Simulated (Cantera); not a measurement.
Feed: 1 mol Si, 1.2 mol SF₆, 30 mol N₂, held at 502 °C and 1200 Pa.

Equilibrium computed with Cantera from the NASA thermochemical tables; the gas is ideal and each condensed phase is pure. Candidate condensed phases: S, Si, Si₃N₄; 29 gas species. The tables' values for S₂F₂ (SSF₂), SF₃ are old estimates; treat these amounts as uncertain. Equilibrium is a limit: real reactors are often held back by kinetics, nucleation or transport.

Base state: N₂ 0.940, SiF₄ 0.0313, SF₄ 0.0195, S₂F₂ (SSF₂) 0.00853, SF₆ 0.000771, SF₂ 0.000196, SF₃ 7.89e-5 (mole fractions); condensed: gas only.

### Question
What changes in the equilibrium state with this change: SF₆ from 1.2 to 1 mol?

### Answer
```csv
species,before,after
N₂,0.940,0.947
SiF₄,0.0313,0.0316
S₂F₂ (SSF₂),0.00853,0.0105
SF₄,0.0195,0.0100
SF₆,0.000771,0.000238
SF₃,7.89e-5,5.26e-5
SF₂,0.000196,0.000169
```

### Question
What changes in the equilibrium state with this change: SF₆ from 1.2 to 4.5 mol?

### Answer
| species | before | after |
|---|---|---|
| N₂ | 0.940 | 0.845 |
| SF₆ | 0.000771 | 0.0705 |
| SF₄ | 0.0195 | 0.0562 |
| SiF₄ | 0.0313 | 0.0282 |
| S₂F₂ (SSF₂) | 0.00853 | 2.24e-6 |
| SF₂ | 0.000196 | 1.79e-5 |
The tables' values for SF₃ are old estimates; treat these amounts as uncertain.

### Question
What changes in the equilibrium state with this change: temperature from 502 °C to 1175 °C?

### Answer
| species | before | after |
|---|---|---|
| N₂ | 0.940 | 0.928 |
| SiF₄ | 0.0313 | 0.0309 |
| SF₂ | 0.000196 | 0.0243 |
| SF₄ | 0.0195 | 0.00824 |
| F | <1e-9 | 0.00451 |
| SF | <1e-9 | 3.24e-5 |
The tables' values for SF₃, S₂F₂ (SSF₂) are old estimates; treat these amounts as uncertain.
